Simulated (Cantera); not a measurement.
A closed system holds: 1 mol Si, 1.6 mol N₂O, 240 mol N₂, at 752 °C and 0.800 bar.

Cantera equilibrium calculation (NASA polynomials, part measured and part estimated; ideal gas, pure solids and liquids). Candidate condensed phases: Si, SiO₂, Si₂N₂O, Si₃N₄; 16 gas species. Mutual solubility and eutectic melting of coexisting phases are not modelled. Kinetics and transport are ignored.

Base state: N₂ 1.00 (mole fractions); condensed: SiO₂(β-quartz) + Si₂N₂O(s).

What changes in the equilibrium state with this change: N₂O from 1.6 to 2.6 mol?


```tsv
species	before	after
N₂	1.00	0.999
O₂	<1e-9	0.00123
SiO₂(β-quartz), mol	0.733	1.00
Si₂N₂O(s), mol	0.133	0
```
